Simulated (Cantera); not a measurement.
A freely propagating, adiabatic, planar premixed flame of 9.02 % CH4, 2.25 % H2, 14.4 % O2, 74.3 % N2, unburnt at 325 K and 400000 Pa; mixture-averaged transport, grid criteria slope 0.08 and curve 0.16, no radiation.

Model: GRI-Mech 3.0 (53 species, 325 reactions), integrated in Cantera. Burning velocities carry a grid error of a few per cent, more on coarse grids.

x: mole fraction of selected species; z is measured from the peak of heat release.

```tsv
z (mm)	T (K)	u (m/s)	x CH4	x H2	x O2	x C2H2	x C2H4	x O
-2.25	326	0.0474	0.0900	0.0232	0.144	6.10e-8	1.66e-7	<1e-8
-1.50	334	0.0486	0.0895	0.0241	0.144	6.61e-7	1.88e-6	<1e-8
-1.12	365	0.0531	0.0877	0.0252	0.142	4.30e-6	1.28e-5	<1e-8
-0.750	505	0.0739	0.0796	0.0271	0.132	3.21e-5	9.96e-5	<1e-8
-0.375	947	0.140	0.0530	0.0296	0.0920	0.000186	0.000595	1.70e-8
-0.187	1298	0.194	0.0304	0.0308	0.0555	0.000384	0.00114	1.69e-6
0	1614	0.242	0.0108	0.0319	0.0203	0.000982	0.00105	8.64e-6
0.187	1750	0.262	0.00425	0.0325	0.00537	0.00146	0.000286	4.36e-6
0.375	1787	0.268	0.00295	0.0334	0.00179	0.00147	8.81e-5	1.12e-6
0.750	1803	0.270	0.00239	0.0349	0.000393	0.00141	2.40e-5	1.39e-7
1.50	1806	0.270	(withheld)	0.0367	(withheld)	0.00131	(withheld)	(withheld)
3.00	1805	0.270	0.00163	0.0387	3.02e-6	0.00114	7.42e-6	<1e-8
6.00	1802	0.270	(withheld)	0.0408	(withheld)	(withheld)	(withheld)	<1e-8
```

Q: Complete the blanks.

A: 
- 1.50, x CH4: 0.00203
- 1.50, x O2: 5.19e-5
- 1.50, x C2H4: 1.09e-5
- 1.50, x O: 1.82e-8
- 6.00, x CH4: 0.00118
- 6.00, x O2: 1.91e-8
- 6.00, x C2H2: 0.000818
- 6.00, x C2H4: 4.74e-6
